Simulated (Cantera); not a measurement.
A closed system holds: 1 mol SiHCl3, 3.5 mol HCl, 35 mol N2, equilibrated at 1 atm.

Method: chemical equilibrium by Gibbs-energy minimisation in Cantera with the NASA 1993 tables (ideal gas, pure condensed phases). Candidate condensed phases: NH4Cl, Si, Si3N4; 28 gas species. N2 is the only nitrogen source here; it is nearly inert below about 1500 K, so the nitride shown seldom forms there in practice. The tables' values for SiCl3 are old estimates; treat these amounts as uncertain. The numbers say what is thermodynamically allowed, not how fast it happens.

log p: log10 of the partial pressure in bar; n: condensed amount in mol.

```tsv
T (K)	log p N2	log p HCl	log p SiCl4	log p H2	log p SiCl3	log p SiCl2	n Si3N4(s)
898	-0.05	-1.15	-1.62	-1.65	-6.24	…	0.0193
973	-0.05	-1.14	-1.63	-1.68	-5.50	…	0.0294
1048	-0.05	-1.12	-1.64	-1.70	-4.87	…	0.0376
1123	-0.05	-1.11	-1.66	-1.73	-4.33	…	0.0443
1198	-0.05	-1.10	-1.67	-1.75	-3.85	…	0.0497
1273	-0.05	-1.09	-1.68	-1.77	-3.44	…	0.0534
1348	-0.05	-1.09	-1.70	-1.79	-3.07	…	0.0545
1423	-0.05	-1.08	-1.72	-1.80	-2.76	…	0.0510
1498	-0.05	-1.08	-1.77	-1.80	-2.49	…	0.0384
```

**Question.** Fill in the missing entries.

**Answer.** 
- 898, log p SiCl2: -9.17
- 973, log p SiCl2: -7.91
- 1048, log p SiCl2: -6.83
- 1123, log p SiCl2: -5.90
- 1198, log p SiCl2: -5.09
- 1273, log p SiCl2: -4.38
- 1348, log p SiCl2: -3.75
- 1423, log p SiCl2: -3.20
- 1498, log p SiCl2: -2.71
